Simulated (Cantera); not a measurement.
## Equilibrium for silicon nitride deposition: SiH4 + N2

Feed: 1 mol SiH4, 2 mol N2, held at 1275 K and 17.0 Pa.

These are equilibrium values from Cantera (NASA tables, ideal gas, pure condensed phases), not measurements of a reactor. Candidate condensed phases: Si, Si3N4; 18 gas species. N2 is the only nitrogen source here; it is nearly inert below about 1500 K, so the nitride shown seldom forms there in practice. Equilibrium is a limit: real reactors are often held back by kinetics, nucleation or transport.

The x(H2) comes out as 0.600. The x(N2) is 0.400. The x(H) comes out as 4.38e-5 and the n(Si3N4(s)) is 0.333 mol. The gas amount comes out as 3.333 mol. The log10 activity of Si(s) (absent) is -1.62.
